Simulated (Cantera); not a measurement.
Charge: 1 mol Al, 42 mol N₂, 840 mol H₂, at 78.0 mbar.

Method: chemical equilibrium by Gibbs-energy minimisation in Cantera with the NASA 1993 tables (ideal gas, pure condensed phases). Candidate condensed phases: Al, AlN; 13 gas species. Equilibrium is a limit: real reactors are often held back by kinetics, nucleation or transport.

**Question.** What share of the Al ends up in condensed phases as a function of T (K), at 1548, 1623, 1698, 1773, 1848, 1923, 1998, 2073, 2148?

**Answer.** 
```tsv
T (K)	Al condensed (%)	as
1548	100.0	AlN(s)
1623	99.9	AlN(s)
1698	99.5	AlN(s)
1773	96.7	AlN(s)
1848	81.3	AlN(s)
1923	8.8	AlN(s)
1998	0.0	-
2073	0.0	-
2148	0.0	-
```
